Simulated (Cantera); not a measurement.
Gas mixture: N₂O = 0.43 (molar parts), at 113 Torr, frozen composition.

Cantera's kinetic-theory transport with the Lennard-Jones parameters of GRI-Mech 3.0, ideal gas; thermal conductivity in the multicomponent form. The composition is frozen, though it would react at the higher temperatures.

One state of this run: ρ (kg/m³) = 0.0567; cp (J/kg/K) = 1327; μ (µPa s) = 50.5; λ (mW/m/K) = 91.0; Pr = 0.736; D (cm²/s) N₂ = 15.3; D (cm²/s) C₂H₂ = 12.9; D (cm²/s) OH = 23.5. D: mixture-averaged diffusion coefficient of that species in the mixture.

**Question.** Which value of T (K) does it belong to?
A) 800
B) 1800
C) 1200
D) 1400

**Answer.** D, 1400
